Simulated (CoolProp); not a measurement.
A simple Rankine cycle with cyclopropane: condensing at 319.15 K, boiler at 2.69 MPa, turbine inlet 371.5 K, turbine efficiency 0.9, pump efficiency 0.8, no recuperator. Each further row changes one setting.

The numbers come from the reference Helmholtz-energy equation of state, Polt 1992 in CoolProp. This equation is an older, rougher fit; its heat capacities, sound speeds and derivatives of the liquid may be far off and weren't checked against measurements.

```csv
case,thermal efficiency (%),net work (kJ/kg),heat in (kJ/kg),turbine exit temperature (K),volume ratio over the turbine
as stated,8.4,35.4,424,329.8,2.19
turbine inlet 391.5 K,8.5,(withheld),471,352.4,2.17
condensing temperature 311.15 K,(withheld),44.4,443,320.4,2.63
boiler pressure 1.88 MPa,4.9,21.9,449,350.7,1.51
turbine efficiency 0.8,7.3,31.2,424,(withheld),(withheld)
```

Fill in the missing entries.


- turbine inlet 391.5 K, net work (kJ/kg): 40.1
- condensing temperature 311.15 K, thermal efficiency (%): 10.0
- turbine efficiency 0.8, turbine exit temperature (K): 332.1
- turbine efficiency 0.8, volume ratio over the turbine: 2.22
